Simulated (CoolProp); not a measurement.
Aqueous calcium chloride as a coolant, at 2 °C, 1 atm.

Values from CoolProp's Melinder's fits for secondary coolants.

```json
[
 {"mass %": "4.9", "freezing point (°C)": "-2.3", "Prandtl number": "12.8", "density (kg/m³)": "1042", "cp (kJ/(kg K))": "3.879", "viscosity (mPa s)": "1.85"},
 {"mass %": "7", "freezing point (°C)": "[?]", "Prandtl number": "13.0", "density (kg/m³)": "1060", "cp (kJ/(kg K))": "[?]", "viscosity (mPa s)": "1.94"},
 {"mass %": "9.1", "freezing point (°C)": "-5.1", "Prandtl number": "13.3", "density (kg/m³)": "1080", "cp (kJ/(kg K))": "3.625", "viscosity (mPa s)": "2.04"},
 {"mass %": "11.1", "freezing point (°C)": "-6.8", "Prandtl number": "13.6", "density (kg/m³)": "1098", "cp (kJ/(kg K))": "3.510", "viscosity (mPa s)": "2.16"},
 {"mass %": "13.2", "freezing point (°C)": "-9.0", "Prandtl number": "14.1", "density (kg/m³)": "1118", "cp (kJ/(kg K))": "3.394", "viscosity (mPa s)": "2.31"},
 {"mass %": "15.3", "freezing point (°C)": "-11.4", "Prandtl number": "14.7", "density (kg/m³)": "1138", "cp (kJ/(kg K))": "[?]", "viscosity (mPa s)": "[?]"},
 {"mass %": "17.4", "freezing point (°C)": "-14.2", "Prandtl number": "15.5", "density (kg/m³)": "1159", "cp (kJ/(kg K))": "3.179", "viscosity (mPa s)": "2.69"},
 {"mass %": "19.5", "freezing point (°C)": "-17.4", "Prandtl number": "[?]", "density (kg/m³)": "1179", "cp (kJ/(kg K))": "3.083", "viscosity (mPa s)": "2.94"},
 {"mass %": "21.5", "freezing point (°C)": "-21.0", "Prandtl number": "17.7", "density (kg/m³)": "1200", "cp (kJ/(kg K))": "3.001", "viscosity (mPa s)": "3.22"},
 {"mass %": "23.6", "freezing point (°C)": "-25.5", "Prandtl number": "19.2", "density (kg/m³)": "1221", "cp (kJ/(kg K))": "2.922", "viscosity (mPa s)": "3.58"},
 {"mass %": "25.7", "freezing point (°C)": "-31.1", "Prandtl number": "21.1", "density (kg/m³)": "1244", "cp (kJ/(kg K))": "2.852", "viscosity (mPa s)": "4.01"},
 {"mass %": "27.8", "freezing point (°C)": "-38.2", "Prandtl number": "23.6", "density (kg/m³)": "1266", "cp (kJ/(kg K))": "2.788", "viscosity (mPa s)": "4.55"}
]
```

What belongs in the gaps?


- 7, freezing point (°C): -3.6
- 7, cp (kJ/(kg K)): 3.749
- 15.3, cp (kJ/(kg K)): 3.283
- 15.3, viscosity (mPa s): 2.48
- 19.5, Prandtl number: 16.5
